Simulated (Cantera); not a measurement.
Feed: 1 mol CH2F2, a varied amount of Si, at 827 °C and 25.0 mbar.

Cantera equilibrium calculation (NASA polynomials, part measured and part estimated; ideal gas, pure solids and liquids). Candidate condensed phases: C, C6H6, C7H8, C8H18, Si, SiC; 113 gas species. Rates play no part.

### Question
At 0.19 mol Si, list the 4 most abundant gas species with their mole fractions, and the condensed phases.

### Answer
HF 0.685, H2 0.210, SiF4 0.105, CH4 3.95e-5. Condensed: C(graphite).
